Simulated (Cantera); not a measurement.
Transport properties of process gases

Gas mixture: 100 % CH4, at 10.00 Torr, frozen composition.

Cantera's kinetic-theory transport with the Lennard-Jones parameters of GRI-Mech 3.0, ideal gas; thermal conductivity in the multicomponent form. The composition is frozen, though it would react at the higher temperatures.

```json
[
 {"T (K)": "400", "ρ (kg/m³)": "0.00643", "cp (J/kg/K)": "2526", "μ (µPa s)": "14.4", "λ (mW/m/K)": "50.8", "Pr": "0.718", "D (cm²/s) H": "143", "D (cm²/s) CH3": "29.4", "D (cm²/s) C2H2": "22.8"},
 {"T (K)": "500", "ρ (kg/m³)": "0.00514", "cp (J/kg/K)": "2898", "μ (µPa s)": "17.1", "λ (mW/m/K)": "68.6", "Pr": "0.722", "D (cm²/s) H": "211", "D (cm²/s) CH3": "43.6", "D (cm²/s) C2H2": "34.0"},
 {"T (K)": "600", "ρ (kg/m³)": "0.00429", "cp (J/kg/K)": "3287", "μ (µPa s)": "19.5", "λ (mW/m/K)": "88.4", "Pr": "0.725", "D (cm²/s) H": "290", "D (cm²/s) CH3": "59.9", "D (cm²/s) C2H2": "46.9"},
 {"T (K)": "700", "ρ (kg/m³)": "0.00367", "cp (J/kg/K)": "3656", "μ (µPa s)": "21.7", "λ (mW/m/K)": "109", "Pr": "0.727", "D (cm²/s) H": "378", "D (cm²/s) CH3": "78.0", "D (cm²/s) C2H2": "61.2"},
 {"T (K)": "800", "ρ (kg/m³)": "0.00322", "cp (J/kg/K)": "3989", "μ (µPa s)": "23.8", "λ (mW/m/K)": "130", "Pr": "0.728", "D (cm²/s) H": "474", "D (cm²/s) CH3": "97.9", "D (cm²/s) C2H2": "77.1"},
 {"T (K)": "900", "ρ (kg/m³)": "0.00286", "cp (J/kg/K)": "4292", "μ (µPa s)": "25.8", "λ (mW/m/K)": "152", "Pr": "0.729", "D (cm²/s) H": "579", "D (cm²/s) CH3": "119", "D (cm²/s) C2H2": "94.2"},
 {"T (K)": "1000", "ρ (kg/m³)": "0.00257", "cp (J/kg/K)": "4589", "μ (µPa s)": "27.7", "λ (mW/m/K)": "174", "Pr": "0.730", "D (cm²/s) H": "691", "D (cm²/s) CH3": "143", "D (cm²/s) C2H2": "113"},
 {"T (K)": "1100", "ρ (kg/m³)": "0.00234", "cp (J/kg/K)": "4844", "μ (µPa s)": "29.5", "λ (mW/m/K)": "196", "Pr": "0.730", "D (cm²/s) H": "811", "D (cm²/s) CH3": "167", "D (cm²/s) C2H2": "132"},
 {"T (K)": "1200", "ρ (kg/m³)": "0.00214", "cp (J/kg/K)": "5074", "μ (µPa s)": "31.2", "λ (mW/m/K)": "217", "Pr": "0.730", "D (cm²/s) H": "939", "D (cm²/s) CH3": "194", "D (cm²/s) C2H2": "153"}
]
```
D: mixture-averaged diffusion coefficient of that species in the mixture.
